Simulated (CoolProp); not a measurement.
Properties of fluoroethane (R161) along the isobar 3740 kPa (Tc = 375.2 K, pc = 5010 kPa, ω = 0.216).

Computed with CoolProp (reference Helmholtz-energy equation of state, Wu 2012).

```json
[
 {"T (K)": "283.4", "phase": "liquid", "speed of sound (m/s)": "[?]", "expansivity (1/kK)": "2.384"},
 {"T (K)": "290.4", "phase": "liquid", "speed of sound (m/s)": "774.4", "expansivity (1/kK)": "[?]"},
 {"T (K)": "297.4", "phase": "liquid", "speed of sound (m/s)": "726.6", "expansivity (1/kK)": "2.767"},
 {"T (K)": "304.4", "phase": "liquid", "speed of sound (m/s)": "677.9", "expansivity (1/kK)": "3.010"},
 {"T (K)": "311.4", "phase": "liquid", "speed of sound (m/s)": "628.2", "expansivity (1/kK)": "[?]"},
 {"T (K)": "318.4", "phase": "liquid", "speed of sound (m/s)": "577.8", "expansivity (1/kK)": "3.657"},
 {"T (K)": "325.4", "phase": "liquid", "speed of sound (m/s)": "526.4", "expansivity (1/kK)": "4.103"},
 {"T (K)": "332.4", "phase": "liquid", "speed of sound (m/s)": "[?]", "expansivity (1/kK)": "4.688"},
 {"T (K)": "339.4", "phase": "liquid", "speed of sound (m/s)": "420.4", "expansivity (1/kK)": "[?]"},
 {"T (K)": "346.3", "phase": "liquid", "speed of sound (m/s)": "365.1", "expansivity (1/kK)": "6.773"}
]
```

Fill in the missing entries.


- 283.4, speed of sound (m/s): 821.3
- 290.4, expansivity (1/kK): 2.561
- 311.4, expansivity (1/kK): 3.302
- 332.4, speed of sound (m/s): 474.1
- 339.4, expansivity (1/kK): 5.508
